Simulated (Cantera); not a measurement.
Feed: 1 mol Cu, 10 mol HF, 39 mol H2, equilibrated at 3.80 Pa.

Cantera equilibrium calculation (NASA polynomials, part measured and part estimated; ideal gas, pure solids and liquids). Candidate condensed phases: Cu, CuF2; 15 gas species. Kinetics and transport are ignored.

Question: Which condensed phases are stable at each of these points (T (°C)): 552, 627, 702, 777, 852, 927, 1002, 1077, 1152, 1227?

Answer: 
```tsv
T (°C)	condensed phases	Cu condensed (%)
552	Cu(s)	100.0
627	Cu(s)	100.0
702	Cu(s)	100.0
777	Cu(s)	100.0
852	Cu(s)	99.8
927	Cu(s)	98.4
1002	Cu(s)	88.7
1077	Cu(s)	35.8
1152	gas only	0.0
1227	gas only	0.0
```

From 552 °C to 1077 °C the condensed part is Cu(s). From 1152 °C to 1227 °C nothing is condensed.
